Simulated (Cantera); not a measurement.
Input (Python, Cantera):

```python
import numpy as np
import cantera as ct

gas = ct.Solution("gri30.yaml")
gas.TPX = 1123, 2666, {'H2': 0.091, 'O2': 1}
reactor = ct.IdealGasConstPressureReactor(gas, energy="off", clone=False)
net = ct.ReactorNet([reactor])
net.rtol, net.atol = 1e-08, 1e-18
show = ['H2', 'O2', 'HO2', 'H2O2', 'H']
times = np.geomspace(3e-06, 10, 14)

steps = ct.SolutionArray(gas, extra=["t"])
rows = []
print(f"{'t/s':>10s}{'T/K':>9s}{'P/Pa':>11s}" + "".join(f"{s:>11s}" for s in show))
for t in times:
    while net.time < t:
        t_next = net.step()
        steps.append(gas.state, t=t_next)
    rows.append([np.interp(t, steps.t, y) for y in (steps.T, steps.P, *steps(*show).X.T)])
    print(f"{t:10.3e}{rows[-1][0]:9.1f}{rows[-1][1]:11.4g}" + "".join(f"{x:11.3e}" for x in rows[-1][2:]))
rate = np.gradient(steps.T, steps.t)
print("integrator steps:", len(steps.t))
if steps.T.max() > steps.T[0] + 200:
    print(f"time of steepest temperature rise: {steps.t[rate.argmax()]:.4e} s")
gas.TPX = 1123, 2666, {'H2': 0.091, 'O2': 1}
gas.equilibrate("TP")
print(f"equilibrium (TP): T = {gas.T:.1f} K  " + "  ".join(f"{s} {gas[s].X[0]:.3e}" for s in show))
```

Result:

```
       t/s      T/K       P/Pa         H2         O2        HO2       H2O2          H
 3.000e-06   1123.0       2666  8.341e-02  9.166e-01  8.875e-11  8.821e-16  8.498e-11
 9.525e-06   1123.0       2666  8.341e-02  9.166e-01  2.820e-10  8.877e-15  2.502e-10
 3.024e-05   1123.0       2666  8.341e-02  9.166e-01  8.974e-10  8.950e-14  7.082e-10
 9.603e-05   1123.0       2666  8.341e-02  9.166e-01  2.871e-09  9.059e-13  2.789e-09
 3.049e-04   1123.0       2666  8.341e-02  9.166e-01  1.017e-08  9.521e-12  6.157e-08
 9.681e-04   1123.0       2666  8.133e-02  9.152e-01  6.184e-06  1.045e-08  6.651e-04
 3.074e-03   1123.0       2666  1.811e-03  8.777e-01  1.249e-05  3.125e-07  1.219e-02
 9.760e-03   1123.0       2666  5.445e-04  9.028e-01  9.598e-06  3.312e-07  1.878e-03
 3.099e-02   1123.0       2666  6.884e-05  9.115e-01  3.892e-06  2.333e-07  8.319e-05
 9.839e-02   1123.0       2666  7.120e-06  9.127e-01  8.630e-07  9.958e-08  2.979e-06
 3.124e-01   1123.0       2666  9.574e-07  9.129e-01  1.666e-07  3.364e-08  1.613e-07
 9.919e-01   1123.0       2666  1.768e-07  9.129e-01  3.706e-08  1.073e-08  1.377e-08
 3.149e+00   1123.0       2666  4.089e-08  9.130e-01  1.031e-08  3.387e-09  1.602e-09
 1.000e+01   1123.0       2666  1.089e-08  9.130e-01  4.626e-09  1.076e-09  2.258e-10
integrator steps: 1787
equilibrium (TP): T = 1123.0 K  H2 1.291e-09  O2 9.130e-01  HO2 6.097e-09  H2O2 1.559e-10  H 9.434e-12
```

Computed with Cantera and GRI-Mech 3.0 (53 species, 325 reactions). Radical loss at walls, strong at low pressure, is not modelled. The temperature is held fixed by assumption; the heat of reaction is taken as removed at once.
